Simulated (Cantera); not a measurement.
A perfectly stirred reactor is fed with C3H8 : H2 = 1 : 10 (molar parts), at 0.207 atm; it is held at 1450 K, and followed from long to short residence time.

Model: GRI-Mech 3.0 (53 species, 325 reactions), integrated in Cantera. GRI-Mech 3.0 was tuned for natural gas; its chemistry of propane as a main component is partial and can be far from experiment. GRI-Mech 3.0 stops at C3 and has no aromatics, soot or wall deposition, so with more carbon than oxygen in the feed, carbon stays in small species such as C2H2 where larger ones or solid carbon would form.

Q: Predict: x(C3H8) at τ = 7.30 s; x(H2) at τ = 7.30 s; x(C2H4) at τ = 7.30 s; x(CH4) at τ = 7.30 s; x(C2H) at τ = 7.30 s; x(C3H8) at τ = 21.0 ms; x(H2) at τ = 21.0 ms; x(C2H4) at τ = 21.0 ms; x(CH4) at τ = 21.0 ms; x(C2H) at τ = 21.0 ms.

A: 
- x(C3H8) at τ = 7.30 s = 7.61e-6
- x(H2) at τ = 7.30 s = 0.853
- x(C2H4) at τ = 7.30 s = 0.00678
- x(CH4) at τ = 7.30 s = 0.0646
- x(C2H) at τ = 7.30 s = 3.48e-9
- x(C3H8) at τ = 21.0 ms = 0.000856
- x(H2) at τ = 21.0 ms = 0.843
- x(C2H4) at τ = 21.0 ms = 0.0233
- x(CH4) at τ = 21.0 ms = 0.0784
- x(C2H) at τ = 21.0 ms = 1.38e-8
